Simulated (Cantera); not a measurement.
Moist CO burnout

A perfectly stirred reactor is fed with 0.970 % CO, 1.36 % O₂, 0.640 % H₂O, 97.0 % N₂, equivalence ratio 0.36, at 760 Torr; it is held at 1173 K, and followed from long to short residence time.

Computed with Cantera and GRI-Mech 3.0 (53 species, 325 reactions).

| τ (s) | x CO | x O₂ | x H₂O | x HO₂ | x H₂O₂ |
|---|---|---|---|---|---|
| 15 | 3.97e-5 | 0.00879 | 0.00643 | 1.99e-7 | 6.58e-9 |
| 6.0 | 7.50e-5 | 0.00881 | 0.00643 | 3.40e-7 | 1.13e-8 |
| 2.4 | 0.000141 | 0.00884 | 0.00643 | 5.55e-7 | 1.91e-8 |
| 0.97 | 0.000261 | 0.00890 | 0.00642 | 8.49e-7 | 3.15e-8 |
| 0.39 | 0.000480 | 0.00901 | 0.00641 | 1.22e-6 | 5.00e-8 |
| 0.15 | 0.000893 | 0.00921 | 0.00640 | 1.67e-6 | 7.52e-8 |
| 0.062 | 0.00155 | 0.00953 | 0.00638 | 2.11e-6 | 1.01e-7 |
| 0.025 | 0.00263 | 0.0101 | 0.00635 | 2.56e-6 | 1.23e-7 |
| 0.0099 | 0.00425 | 0.0108 | 0.00631 | 3.00e-6 | 1.36e-7 |
| 0.0040 | 0.00621 | 0.0118 | 0.00629 | 3.36e-6 | 1.35e-7 |
x: mole fraction; the columns are a selection and need not sum to one.
